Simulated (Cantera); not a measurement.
What does this Cantera script print?

```python
import numpy as np
import cantera as ct

gas_names = [...]  # 95 gases of nasa_gas.yaml made of C, F, H
cond_names = """
    C(gr) C6H6(L) C7H8(L) C8H18(L),n-octa
""".split()


# ... load() reads the species with a 1 bar reference pressure and builds the phases ...
atoms = {
    'CH2F2': {'C': 1, 'H': 2, 'F': 2},
    'F2': {'F': 2},
    'H2': {'H': 2},
}
top_T = {'C(gr)': 4500}  # K; cautious upper limits of use, not melting points


# ... equilibrate(T, P, feed) seeds the gas with the atoms and calls Mixture.equilibrate('TP', solver="vcs", rtol=1e-11, max_steps=5000) ...
results = []
feed = {'CH2F2': 1, 'F2': 0.017, 'H2': 3}  # mol
P = 16000  # Pa
for T in [1723, 1873, 2023, 2173, 2323, 2473, 2623]:
    mix = equilibrate(T, P, feed)
    results.append((T, P, feed, dict(zip(mix.species_names, mix.species_moles))))

top = {s: max(r[3][s] / sum(r[3][g] for g in gas_names) for r in results) for s in gas_names}
cols = sorted((s for s in top if top[s] > 0.0001), key=lambda s: -top[s])[:6]
seen = [c for c in cond_names if any(r[3].get(c, 0) > 1e-12 for r in results)]
print("log10 of partial pressures in bar; condensed amounts in mol")
print(f"{'T/K':>10s}" + "".join(f"{s[:9]:>10s}" for s in cols + seen))
for T, P, feed, n in results:
    ng = sum(n[g] for g in gas_names)
    print(f"{T:10.4g}" + "".join(f"{np.log10(max(n[s] / ng * P / 1e5, 1e-99)):10.3f}" for s in cols)
          + "".join(f"{n.get(c, 0):10.4g}" for c in seen))
```

It prints:

```
log10 of partial pressures in bar; condensed amounts in mol
       T/K        H2        HF         H C2H2,acet         F       C2H     C(gr)
      1723    -1.022    -1.188    -4.250    -5.065    -8.369   -10.499    0.9992
      1873    -1.023    -1.188    -3.701    -4.528    -7.492    -9.136     0.998
      2023    -1.024    -1.189    -3.234    -4.073    -6.744    -7.977    0.9946
      2173    -1.028    -1.190    -2.830    -3.684    -6.097    -6.980    0.9868
      2323    -1.036    -1.192    -2.481    -3.351    -5.533    -6.116    0.9715
      2473    -1.051    -1.197    -2.177    -3.067    -5.034    -5.362    0.9441
      2623    -1.076    -1.205    -1.914    -2.828    -4.590    -4.701    0.8997
```

These are equilibrium values from Cantera (NASA tables, ideal gas, pure condensed phases), not measurements of a reactor.
